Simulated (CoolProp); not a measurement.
Carbonyl sulfide at 298.15 K and 1.04 MPa is throttled through a valve to 0.158 MPa with no heat exchange. Each further row changes one setting.

The numbers come from the reference Helmholtz-energy equation of state, Lemmon 2006 in CoolProp. It is a short technical equation, of lower accuracy than the large ones.

```
case                        temperature change (K)  final density (kg/m³)
--------------------------  ----------------------  ---------------------
as stated                                        …                      …
outlet pressure 0.0474 MPa                       …                      …
outlet pressure 0.205 MPa                        …                      …
```

**Question.** Fill in the missing entries.

**Answer.** 
- as stated, temperature change (K): -20.4
- as stated, final density (kg/m³): 4.20
- outlet pressure 0.0474 MPa, temperature change (K): -23.1
- outlet pressure 0.0474 MPa, final density (kg/m³): 1.25
- outlet pressure 0.205 MPa, temperature change (K): -19.3
- outlet pressure 0.205 MPa, final density (kg/m³): 5.47
